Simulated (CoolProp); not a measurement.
Saturated liquid density (kg/m³) of methanol: the reference equation beside estimates from Tc = 240.2 °C, pc = 8.216 MPa, ω = 0.565.

Model: reference Helmholtz-energy equation of state, de Reuck 1993, in CoolProp.

| T (°C) | reference | van der Waals | Redlich-Kwong | Soave-Redlich-Kwong | Peng-Robinson |
|---|---|---|---|---|---|
| 23.95 | 787.2 | 385.6 | 568.9 | 606.8 | 682.7 |
| 40.05 | 772.0 | 377.5 | 555.1 | 595.3 | 670.4 |
| 56.25 | 756.5 | 369.0 | 540.3 | 582.6 | 656.9 |
| 72.45 | 740.3 | 360.1 | 524.6 | 568.7 | 641.9 |
| 88.65 | 723.4 | 350.6 | 507.8 | 553.4 | 625.4 |
| 104.75 | 705.5 | 340.5 | 489.9 | 536.7 | 607.1 |
| 120.95 | 686.1 | 329.8 | 470.6 | 518.0 | 586.6 |
| 137.15 | 664.8 | 318.2 | 449.7 | 497.0 | 563.4 |
| 153.25 | 641.2 | 305.6 | 427.1 | 473.6 | 537.1 |
| 169.45 | 614.2 | 291.7 | 402.0 | 446.6 | 506.6 |

Absolute difference from the reference over all 10 rows, mean and median: van der Waals 51.7 and 51.6 %, Redlich-Kwong 30.6 and 30.2 %, Soave-Redlich-Kwong 24.3 and 23.7 %, Peng-Robinson 14.4 and 13.7 %.
